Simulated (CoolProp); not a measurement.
Vapour-liquid equilibrium of carbon dioxide (1) + R123 (2) at -34.95 °C; x and y are mole fractions of (1).

The numbers come from the multi-fluid Helmholtz-energy mixture model, Span 1996 and Younglove 1994; pair parameters Bell 2016 in CoolProp.

Give the bubble pressure and the first vapour's composition at x = 0.2, 0.65, 0.8. Is there an azeotrope?

x = 0.2: 178.7 kPa, y = 0.976; x = 0.65: 681.4 kPa, y = 0.997; x = 0.8: 904.2 kPa, y = 0.999. No azeotrope shows between x = 0.05 and 0.95.

Pair parameters are fitted to limited data, so mixtures are less certain than the pure fluids.
